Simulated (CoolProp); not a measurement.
Properties of R115 at several states (Tc = 353.1 K, pc = 3.129 MPa, ω = 0.248).

The numbers come from the reference Helmholtz-energy equation of state, Lemmon 2016 in CoolProp.

```
T (K)  p (MPa)          phase  cp (kJ/(kg K))  cv (kJ/(kg K))  speed of sound (m/s)  Joule-Thomson coefficient (K/MPa)  isothermal compressibility (1/MPa)
-----  -------  -------------  --------------  --------------  --------------------  ---------------------------------  ----------------------------------
282       12.2         liquid          0.9825          0.6896                 529.5                                [?]                            0.003536
401.7     3.56  supercritical           1.064          0.8205                 116.0                              8.408                              0.4163
413.2    0.128            gas             [?]          0.7966                 153.1                                [?]                               7.875
290.4     2.24         liquid             [?]          0.7059                   [?]                                [?]                            0.006987
374.6     1.45            gas          0.8779          0.7719                 129.3                              8.774                                 [?]
```

Task: What belongs in the gaps?

Result: 
- 282, Joule-Thomson coefficient (K/MPa): -0.2494
- 413.2, cp (kJ/(kg K)): 0.8526
- 413.2, Joule-Thomson coefficient (K/MPa): 5.654
- 290.4, cp (kJ/(kg K)): 1.059
- 290.4, speed of sound (m/s): 400.6
- 290.4, Joule-Thomson coefficient (K/MPa): -0.01439
- 374.6, isothermal compressibility (1/MPa): 0.8145
